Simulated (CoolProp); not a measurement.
The fluid at 327.4 K and 4.7 MPa is throttled through a valve to 1.1 MPa with no heat exchange. The same conditions are run with several fluids, on thermodynamics alone (safety and materials aside).

Model: reference Helmholtz-energy equation of state of each fluid (cyclopropane: Polt 1992; propyne: Polt 1992; R404A: Lemmon 2003; fluoroethane (R161): Wu 2012; n-nonane: Lemmon 2006), in CoolProp. The equations of Platzer and Polt are older, rougher fits. Blends and air are pseudo-pure fits.

Rank cyclopropane, propyne, R404A, fluoroethane (R161), n-nonane by temperature change (K), highest first.

n-nonane (+1.4), propyne (-5.5), cyclopropane (-12.9), fluoroethane (R161) (-22.7), R404A (-34.0)

```
fluid                                     final phase  final density (kg/m³)
-------------------  --------------------------------  ---------------------
cyclopropane         two-phase, vapour fraction 0.083                    185
propyne              two-phase, vapour fraction 0.034                    296
R404A                two-phase, vapour fraction 0.356                    146
fluoroethane (R161)  two-phase, vapour fraction 0.163                    132
n-nonane                                       liquid                    691
```
